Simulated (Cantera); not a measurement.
Charge: 1 mol Si, 0.13 mol CO2, 3.4 mol N2, 0.25 mol H2O, at 0.100 bar.

Equilibrium computed with Cantera from the NASA thermochemical tables; the gas is ideal and each condensed phase is pure. Candidate condensed phases: C, C6H6, C7H8, C8H18, H2O, Si, SiC, SiO2, Si2N2O, Si3N4; 151 gas species. N2 is the only nitrogen source here; it is nearly inert below about 1500 K, so the nitride shown seldom forms there in practice. Mutual solubility and eutectic melting of coexisting phases are not modelled. The numbers say what is thermodynamically allowed, not how fast it happens. All values below are at 752 °C.

Base state: N2 0.918, H2 0.0790, CO 0.00288, CH4 4.59e-5 (mole fractions); condensed: C(graphite) + SiO2(β-quartz) + Si2N2O(s).

Task: What changes in the equilibrium state with this change: Si replaced by Si3N4?

Result: 
```json
[
 {"species": "N2", "before": "0.918", "after": "0.935"},
 {"species": "H2", "before": "0.0790", "after": "0.0654"},
 {"species": "CH4", "before": "4.59e-5", "after": "3.14e-5"},
 {"species": "CO", "before": "0.00288", "after": "1.97e-9"},
 {"species": "C(graphite), mol", "before": "0.121", "after": "0.130"},
 {"species": "SiO2(β-quartz), mol", "before": "0.000593", "after": "0"},
 {"species": "Si2N2O(s), mol", "before": "0.500", "after": "0.510"},
 {"species": "Si3N4(s), mol", "before": "0", "after": "0.660"}
]
```
